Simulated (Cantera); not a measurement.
Charge: 1 mol MgO, 0.058 mol N2.

These are equilibrium values from Cantera (NASA tables, ideal gas, pure condensed phases), not measurements of a reactor. Candidate condensed phases: Mg, MgO; 13 gas species. Equilibrium is a limit: real reactors are often held back by kinetics, nucleation or transport.

Q: What condenses at these points (T in K, P in Pa): (2273, 19000); (2373, 52); (2273, 370); (2773, 2700); (2073, 140000)?

A: 
```csv
T (K),P in Pa,condensed phases,Mg condensed (%)
2273,19000,MgO,100.0
2373,52,gas only,0.0
2273,370,MgO,99.8
2773,2700,MgO,87.9
2073,140000,MgO,100.0
```
